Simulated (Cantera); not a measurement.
Input: 1 mol Si₃N₄, 5.2 mol HF, 17 mol N₂, 13 mol NF₃, equilibrated at 20.0 Pa.

These are equilibrium values from Cantera (NASA tables, ideal gas, pure condensed phases), not measurements of a reactor. Candidate condensed phases: Si, Si₃N₄; 37 gas species. Equilibrium is a limit: real reactors are often held back by kinetics, nucleation or transport. All values below are at 1248 K.

Base state: F 0.445, N₂ 0.420, HF 0.0857, SiF₄ 0.0494, F₂ 7.89e-5 (mole fractions); condensed: gas only.

What changes in the equilibrium state with this change: Si₃N₄ replaced by BN?


```csv
species,before,after
F,0.445,0.544
N₂,0.420,0.363
HF,0.0857,0.0786
SiF₄,0.0494,0
BF₃,0,0.0151
F₂,7.89e-5,0.000118
```
Further candidate phases: B, BN.
